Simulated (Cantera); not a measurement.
What does this Cantera script print?

```python
import numpy as np
import cantera as ct

gas_names = """
    AL ALCL ALCL2 ALCL3 ALO ALOCL ALO2 AL2 AL2CL6 AL2O AL2O2 CL CLO CL2 O O2 O3
""".split()
cond_names = """
    AL(cr) AL(L) ALCL3(s) ALCL3(L) AL2O3(a) AL2O3(L)
""".split()


# ... load() reads the species with a 1 bar reference pressure and builds the phases ...
atoms = {
    'Al2O3': {'AL': 2, 'O': 3},
    'Cl2': {'CL': 2},
}
top_T = {}  # K; cautious upper limits of use, not melting points


# ... equilibrate(T, P, feed) seeds the gas with the atoms and calls Mixture.equilibrate('TP', solver="vcs", rtol=1e-11, max_steps=5000) ...
results = []
feed = {'Al2O3': 1, 'Cl2': 0.083}  # mol
T = 1675  # K
P = 1000  # Pa
mix = equilibrate(T, P, feed)
results.append((T, P, feed, dict(zip(mix.species_names, mix.species_moles))))
x = sorted(zip(gas.X, gas.species_names), reverse=True)
print(f"T = {T:g} K  P = {P:g} Pa  gas = {mix.phase_moles(0):.4g} mol")
print("   x: " + "  ".join(f"{s} {v:.3e}" for v, s in x if v > 1e-06))
print("   condensed (mol): " + ("  ".join(f"{mix.phase(i).name} {mix.phase_moles(i):.4g}"
      for i in range(1, mix.n_phases) if mix.phase_moles(i) > 1e-12) or "none"))
```

It prints:

```
T = 1675 K  P = 1000 Pa  gas = 0.1349 mol
   x: CL 7.595e-01  CL2 2.042e-01  ALCL3 2.068e-02  O2 1.539e-02  CLO 1.895e-04  O 4.239e-05  ALOCL 3.354e-06  ALCL2 2.891e-06
   condensed (mol): AL2O3(a) 0.9986
```

Equilibrium computed with Cantera from the NASA thermochemical tables; the gas is ideal and each condensed phase is pure.
